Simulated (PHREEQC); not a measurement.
**Alkaline etch or developer (model solution)**

Dissolve 0.0037 mol NaOH, 0.0037 mol Na2SiO3 and 0.0031 mol Na2CO3 per kg of water at 25 °C. Closed to the air; pH follows from the charge balance.

Computed with PHREEQC (ion-association model, wateq4f.dat).

```json
{
 "pH": "11.80",
 "ionic_strength": "0.0196 mol/kgw",
 "total_alkalinity": "17.3 meq/kg"
}
```

```csv
species,molality,activity,log γ
Na+,0.0168,0.0147,-0.059
OH-,0.00727,0.00631,-0.062
H3SiO4-,0.00345,0.00300,-0.060
CO3-2,0.00257,0.00152,-0.229
NaCO3-,0.000473,0.000415,-0.057
H2SiO4-2,0.000218,0.000129,-0.229
HCO3-,5.85e-5,5.12e-5,-0.057
H4SiO4,3.21e-5,3.23e-5,0.002
NaHCO3,4.22e-7,4.23e-7,0.002
```

Precipitation was switched off in this run. Species that the database lacks are ignored.
